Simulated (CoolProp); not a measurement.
The fluid at 210.08 K and 1.83 MPa flows at 18 m/s in a round tube of 2 mm bore and 15 µm roughness, fully developed (64/Re and Nu = 3.66 if laminar; Colebrook and Gnielinski if turbulent). The same conditions are run with several fluids, on thermodynamics alone (safety and materials aside).

Computed with CoolProp (reference Helmholtz-energy equation of state of each fluid (CF4 (R14): Platzer 1990; methane: Setzmann 1991; dry air: Lemmon 2000; nitrogen: Span 2000)). The equations of Platzer and Polt are older, rougher fits. Blends and air are pseudo-pure fits.

```tsv
fluid	Reynolds number	Darcy friction factor	pressure drop (Pa/m)	heat-transfer coefficient (W/(m² K))	mass flow (kg/h)
CF4 (R14)	309000	0.0347	353000	7990	?
methane	79600	0.0354	53900	4010	?
dry air	79400	0.0354	90100	3110	?
nitrogen	78700	0.0354	86800	3080	?
```

Question: Complete the blanks.

Answer: 
- CF4 (R14), mass flow (kg/h): 25.6
- methane, mass flow (kg/h): 3.83
- dry air, mass flow (kg/h): 6.40
- nitrogen, mass flow (kg/h): 6.17

Transport values come from each fluid's own correlations; those of CF4 (R14) are estimates that may be off by 10 % or more.
